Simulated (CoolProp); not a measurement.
Vapour-liquid equilibrium of carbon dioxide (1) + carbonyl sulfide (2) at 230.2 K; x and y are mole fractions of (1).

The numbers come from the multi-fluid Helmholtz-energy mixture model, Span 1996 and Lemmon 2006; pair parameters Bell 2016 in CoolProp.

| x | bubble pressure, mixture model (kPa) | bubble pressure, Raoult's law (kPa) | y, mixture model | y, Raoult's law |
|---|---|---|---|---|
| 0.05 | 216.2 | 177.9 | 0.373 | 0.253 |
| 0.2 | 397.4 | 291.8 | 0.693 | 0.617 |
| 0.35 | 525.8 | 405.8 | 0.793 | 0.776 |
| 0.5 | 622.7 | 519.8 | 0.849 | 0.865 |
| 0.65 | 705.1 | 633.8 | 0.891 | 0.923 |
| 0.8 | 784.8 | 747.7 | 0.932 | 0.963 |
| 0.95 | 869.5 | 861.7 | 0.981 | 0.992 |

The largest gap from Raoult's law is +36.2 % in bubble pressure, at x = 0.2. No azeotrope shows between x = 0.05 and 0.95.

The pair parameters rest on a limited set of measurements; away from them the model extrapolates.
